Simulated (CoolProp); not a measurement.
Computed with CoolProp (reference Helmholtz-energy equation of state, McLinden 2015).

Give the vapour pressure (kPa), liquid cp (kJ/(kg K)), vapour Z of saturated the fluoroketone C6F12O (FK-5-1-12) at 63.05, 119.65 °C.


```csv
T (°C),p (kPa),liquid cp (kJ/(kg K)),vapour Z
63.05,161,1.14,0.911
119.65,706,1.26,0.743
```
